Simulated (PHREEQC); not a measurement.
## Ultrapure water in contact with air or piping: an equilibrium model

Model water analysis in mmol/kgw, 25 °C, pH 6.57, pe 9.9: Na 0.00315; K 0.000927; Ca 0.0115; Mg 0.000498; Cl 0.0108; S(6) 0.00229; Alkalinity (meq/kgw) 0.0126; B 1.02e-05.

Valence states are taken as typed.

All values are PHREEQC results (ion-association model, wateq4f.dat), not measurements.

This is a speciation only: nothing precipitates in the calculation.

Problem. Predict the charge-balance error.

Solution. charge-balance error 0.2 %.

Problem. In which forms is C present?

Solution. HCO3- 62 %, CO2 38 % of the C.
